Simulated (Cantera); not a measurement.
Input: 1 mol Si, 0.0078 mol H2O, 7.9 mol H2, at 1748 K and 0.0133 bar.

Method: chemical equilibrium by Gibbs-energy minimisation in Cantera with the NASA 1993 tables (ideal gas, pure condensed phases). Candidate condensed phases: H2O, Si, SiO2; 18 gas species. Gases not in the tables: Si2H6 and higher silanes. Rates play no part.

Base state: H2 0.997, H 0.00198, SiO 0.000984, Si 0.000109, SiH2 2.05e-5, SiH 1.68e-5 (mole fractions); condensed: Si(l).

Question: What changes in the equilibrium state with this change: pressure from 0.0133 bar to 0.00133 bar?

Answer: 
```json
[
 {"species": "H2", "before": "0.997", "after": "0.992"},
 {"species": "H", "before": "0.00198", "after": "0.00623"},
 {"species": "Si", "before": "0.000109", "after": "0.00109"},
 {"species": "SiH", "before": "1.68e-5", "after": "5.28e-5"},
 {"species": "SiH2", "before": "2.05e-5", "after": "2.04e-5"},
 {"species": "SiO", "before": "0.000984", "after": "0.000981"},
 {"species": "Si(l), mol", "before": "0.991", "after": "0.983"}
]
```
